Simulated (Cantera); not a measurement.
A Cantera script and what it prints.

```python
import numpy as np
import cantera as ct

gas_names = """
    CL CLO CL2 Fe FeCL FeCL2 FeCL3 FeO Fe(OH)2 Fe2CL4 Fe2CL6 H HCL HNO HNO2 HNO3 HOCL HO2 H2 H2O H2O2 N
    NH NH2 NH3 NH2OH NO NO2 NO3 N2 N2H2 N2H4 N2O O OH O2 O3
""".split()
cond_names = """
    Fe(a) Fe(c) Fe(d) Fe(L) FeCL2(s) FeCL2(L) FeCL3(s) FeCL3(L) FeO(s) FeO(L) Fe(OH)2(s) Fe(OH)3(s)
    Fe2O3(s) Fe3O4(s) H2O(s) H2O(L) NH4CL(a) NH4CL(b)
""".split()


# ... load() reads the species with a 1 bar reference pressure and builds the phases ...
atoms = {
    'Fe3O4': {'Fe': 3, 'O': 4},
    'HCl': {'H': 1, 'CL': 1},
    'N2': {'N': 2},
}
top_T = {'Fe2O3(s)': 1830, 'Fe3O4(s)': 1870}  # K; cautious upper limits of use, not melting points


# ... equilibrate(T, P, feed) seeds the gas with the atoms and calls Mixture.equilibrate('TP', solver="vcs", rtol=1e-11, max_steps=5000) ...
results = []
feed = {'Fe3O4': 1, 'HCl': 0.097, 'N2': 6.3}  # mol
P = 21000  # Pa
for T in [725, 775, 825, 875, 925, 975, 1025, 1075, 1125, 1175, 1225, 1275, 1325]:
    mix = equilibrate(T, P, feed)
    results.append((T, P, feed, dict(zip(mix.species_names, mix.species_moles))))

top = {s: max(r[3][s] / sum(r[3][g] for g in gas_names) for r in results) for s in gas_names}
cols = sorted((s for s in top if top[s] > 0.0001), key=lambda s: -top[s])[:5]
seen = [c for c in cond_names if any(r[3].get(c, 0) > 1e-12 for r in results)]
print("log10 of partial pressures in bar; condensed amounts in mol")
print(f"{'T/K':>10s}" + "".join(f"{s[:9]:>10s}" for s in cols + seen))
for T, P, feed, n in results:
    ng = sum(n[g] for g in gas_names)
    print(f"{T:10.4g}" + "".join(f"{np.log10(max(n[s] / ng * P / 1e5, 1e-99)):10.3f}" for s in cols)
          + "".join(f"{n.get(c, 0):10.4g}" for c in seen))
```

Result:

```
log10 of partial pressures in bar; condensed amounts in mol
       T/K        N2       HCL       H2O     FeCL2        CL  FeCL2(s)  Fe2O3(s)  Fe3O4(s)
       725    -0.684    -2.521    -4.056    -5.317   -11.038   0.00245  0.002587    0.9974
       775    -0.684    -2.509    -4.375    -4.587    -9.863         0 0.0007187    0.9991
       825    -0.684    -2.513    -4.243    -4.396    -9.050         0  0.001112    0.9987
       875    -0.684    -2.518    -4.124    -4.238    -8.333         0  0.001621    0.9982
       925    -0.684    -2.524    -4.017    -4.104    -7.695         0  0.002236    0.9976
       975    -0.684    -2.531    -3.921    -3.990    -7.126         0  0.002944    0.9969
      1025    -0.684    -2.539    -3.835    -3.891    -6.616         0  0.003724    0.9961
      1075    -0.684    -2.547    -3.758    -3.804    -6.156         0  0.004548    0.9953
      1125    -0.684    -2.557    -3.689    -3.729    -5.738         0  0.005367    0.9944
      1175    -0.684    -2.567    -3.627    -3.663    -5.358         0  0.006089    0.9936
      1225    -0.684    -2.577    -3.570    -3.607    -5.011         0  0.006465    0.9931
      1275    -0.684    -2.589    -3.518    -3.560    -4.692         0  0.005561    0.9934
      1325    -0.685    -2.602    -3.467    -3.519    -4.408         0         0    0.9968
```

Method: chemical equilibrium by Gibbs-energy minimisation in Cantera with the NASA 1993 tables (ideal gas, pure condensed phases). Mutual solubility and eutectic melting of coexisting phases are not modelled. Condensed phases not in the tables: FeOCl.
